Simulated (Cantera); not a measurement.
Cantera run, input and output.

```python
import numpy as np
import cantera as ct

gas = ct.Solution("gri30.yaml")
gas.TPX = 1298, 1400000, {'CO': 1, 'H2': 0.15, 'O2': 0.639, 'N2': 2.4}
reactor = ct.IdealGasConstPressureReactor(gas, energy="on", clone=False)
net = ct.ReactorNet([reactor])
net.rtol, net.atol = 1e-08, 1e-16
show = ['CO', 'H2', 'O2', 'NO', 'NO2', 'H2O']
times = np.geomspace(2e-06, 0.3, 10)

steps = ct.SolutionArray(gas, extra=["t"])
rows = []
print(f"{'t/s':>10s}{'T/K':>9s}{'P/Pa':>11s}" + "".join(f"{s:>11s}" for s in show))
for t in times:
    while net.time < t:
        t_next = net.step()
        steps.append(gas.state, t=t_next)
    rows.append([np.interp(t, steps.t, y) for y in (steps.T, steps.P, *steps(*show).X.T)])
    print(f"{t:10.3e}{rows[-1][0]:9.1f}{rows[-1][1]:11.4g}" + "".join(f"{x:11.3e}" for x in rows[-1][2:]))
rate = np.gradient(steps.T, steps.t)
print("integrator steps:", len(steps.t))
if steps.T.max() > steps.T[0] + 200:
    print(f"time of steepest temperature rise: {steps.t[rate.argmax()]:.4e} s")
gas.TPX = 1298, 1400000, {'CO': 1, 'H2': 0.15, 'O2': 0.639, 'N2': 2.4}
gas.equilibrate("HP")
print(f"equilibrium (HP): T = {gas.T:.1f} K  " + "  ".join(f"{s} {gas[s].X[0]:.3e}" for s in show))
```

Result:

```
       t/s      T/K       P/Pa         CO         H2         O2         NO        NO2        H2O
 2.000e-06   1298.0    1.4e+06  2.387e-01  3.581e-02  1.525e-01  5.017e-15  7.266e-19  1.482e-06
 7.519e-06   1315.2    1.4e+06  2.379e-01  3.421e-02  1.510e-01  1.043e-09  3.258e-11  1.300e-03
 2.827e-05   2815.6    1.4e+06  6.559e-02  1.506e-03  4.575e-02  8.910e-04  1.232e-06  3.332e-02
 1.063e-04   2873.2    1.4e+06  5.763e-02  1.321e-03  4.018e-02  5.402e-03  5.606e-06  3.425e-02
 3.995e-04   2861.8    1.4e+06  5.755e-02  1.331e-03  3.671e-02  1.277e-02  1.278e-05  3.445e-02
 1.502e-03   2858.5    1.4e+06  5.755e-02  1.334e-03  3.576e-02  1.480e-02  1.466e-05  3.451e-02
 5.646e-03   2858.5    1.4e+06  5.755e-02  1.334e-03  3.576e-02  1.481e-02  1.466e-05  3.451e-02
 2.123e-02   2858.5    1.4e+06  5.755e-02  1.334e-03  3.576e-02  1.481e-02  1.466e-05  3.451e-02
 7.980e-02   2858.5    1.4e+06  5.755e-02  1.334e-03  3.576e-02  1.481e-02  1.466e-05  3.451e-02
 3.000e-01   2858.5    1.4e+06  5.755e-02  1.334e-03  3.576e-02  1.481e-02  1.466e-05  3.451e-02
integrator steps: 1262
time of steepest temperature rise: 1.0614e-05 s
equilibrium (HP): T = 2858.5 K  CO 5.755e-02  H2 1.334e-03  O2 3.576e-02  NO 1.481e-02  NO2 1.466e-05  H2O 3.451e-02
```

Detailed kinetics in Cantera: GRI-Mech 3.0 (53 species, 325 reactions). The hydrogen kinetics of GRI-Mech 3.0 are dated; newer H2 mechanisms differ, most at raised pressure. The pressure lies above the range GRI-Mech 3.0 was tuned for (to about 10 atm).
